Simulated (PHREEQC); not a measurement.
Solution (15 °C): 2.1 mol MgSO4, 0.033 mol Na2B4O7 and 0.075 mol KBr per kg of water. Closed to the air; pH follows from the charge balance.

The numbers come from PHREEQC with the Pitzer model, pitzer.dat.

Q: The ionic strength comes out as 8.46 mol/kgw. What activity coefficients do Mg+2, OH-, SO4-2, MgOH+, Br- get?

A: Mg+2 0.35, OH- 0.083, SO4-2 0.0073, MgOH+ 0.57, Br- 0.80. Single-ion values are on the MacInnes scale.

No solid was allowed to form. Complexes and solids missing from the database can't appear. In brines, pH and single-ion activities rest on the MacInnes convention.
